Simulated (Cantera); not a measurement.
Equilibrium for boron, boron nitride and boron oxide: borazine + NH₃

Charge: 1 mol borazine, 13 mol NH₃, equilibrated at 25.0 Pa.

Method: chemical equilibrium by Gibbs-energy minimisation in Cantera with the NASA 1993 tables (ideal gas, pure condensed phases). Candidate condensed phases: B, BN; 15 gas species. The feed counts by its element totals alone. The tables' values for BH₂ are old estimates; treat these amounts as uncertain. Rates play no part.

From 1748 K to 1898 K the condensed part is BN(s). From 1973 K to 2273 K the condensed part is B(s). From 2348 K to 2423 K nothing is condensed.

| T (K) | log p H₂ | log p H | log p N₂ | log p B | log p BH₂ | log p BH | n BN(s) | n B(s) |
|---|---|---|---|---|---|---|---|---|
| 1748 | -3.72 | -5.50 | -4.25 | -9.74 | -8.54 | -10.78 | 3.00 | 0 |
| 1823 | -3.72 | -5.23 | -4.26 | -8.75 | -8.01 | -9.94 | 3.00 | 0 |
| 1898 | -3.73 | -4.97 | -4.26 | -7.84 | -7.52 | -9.17 | 2.99 | 0 |
| 1973 | -3.77 | -4.76 | -4.20 | -7.07 | -7.17 | -8.56 | 0 | 2.98 |
| 2048 | -3.80 | -4.55 | -4.21 | -6.54 | -7.01 | -8.15 | 0 | 2.95 |
| 2123 | -3.84 | -4.36 | -4.22 | -6.04 | -6.88 | -7.78 | 0 | 2.86 |
| 2198 | -3.89 | -4.20 | -4.25 | -5.57 | -6.78 | -7.45 | 0 | 2.59 |
| 2273 | -3.98 | -4.07 | -4.28 | -5.14 | -6.71 | -7.16 | 0 | 1.86 |
| 2348 | -4.11 | -3.96 | -4.33 | -4.76 | -6.73 | -6.93 | 0 | 0 |
| 2423 | -4.25 | -3.88 | -4.36 | -4.79 | -7.14 | -7.11 | 0 | 0 |
log p: log10 of the partial pressure in bar; n: condensed amount in mol.
